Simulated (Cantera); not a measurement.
Charge: 1 mol borazine, 1.8 mol H2O, 29 mol N2, held at 0.00160 bar.

These are equilibrium values from Cantera (NASA tables, ideal gas, pure condensed phases), not measurements of a reactor. Candidate condensed phases: B, BN, B2O3, B3O3H3, H2O; 39 gas species. The feed counts by its element totals alone. Equilibrium is a limit: real reactors are often held back by kinetics, nucleation or transport.

Task: Which condensed phases are stable at each of these points (T (°C)): 1750, 1800, 1850, 1900, 1950, 2000, 2050?

Result: 
```json
[
 {"T (°C)": "1750", "condensed phases": "BN(s)", "B condensed (%)": "39.8"},
 {"T (°C)": "1800", "condensed phases": "BN(s)", "B condensed (%)": "39.5"},
 {"T (°C)": "1850", "condensed phases": "BN(s)", "B condensed (%)": "38.8"},
 {"T (°C)": "1900", "condensed phases": "BN(s)", "B condensed (%)": "37.4"},
 {"T (°C)": "1950", "condensed phases": "B(s)", "B condensed (%)": "35.6"},
 {"T (°C)": "2000", "condensed phases": "B(s)", "B condensed (%)": "32.5"},
 {"T (°C)": "2050", "condensed phases": "B(s)", "B condensed (%)": "27.0"}
]
```

From 1750 °C to 1900 °C the condensed part is BN(s). From 1950 °C to 2050 °C the condensed part is B(s).
